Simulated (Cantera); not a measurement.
A closed system holds: 1 mol SiC, 0.84 mol CO2, 3.1 mol H2, equilibrated at 750 Torr.

These are equilibrium values from Cantera (NASA tables, ideal gas, pure condensed phases), not measurements of a reactor. Candidate condensed phases: C, C6H6, C7H8, C8H18, H2O, Si, SiC, SiO2; 123 gas species. Mutual solubility and eutectic melting of coexisting phases are not modelled. The tables hold silica as quartz up to 1696 K and as liquid above; real silica turns to tridymite and cristobalite and melts near 1996 K. Rates play no part.

### Question
At 1475 K, list the 6 most abundant gas species with their mole fractions, and the condensed phases.

### Answer
H2 0.982, CO 0.0150, CH4 0.00280, H2O 3.05e-5, SiO 2.65e-5, H 1.29e-5. Condensed: C(graphite) + SiC(s) + SiO2(β-quartz).
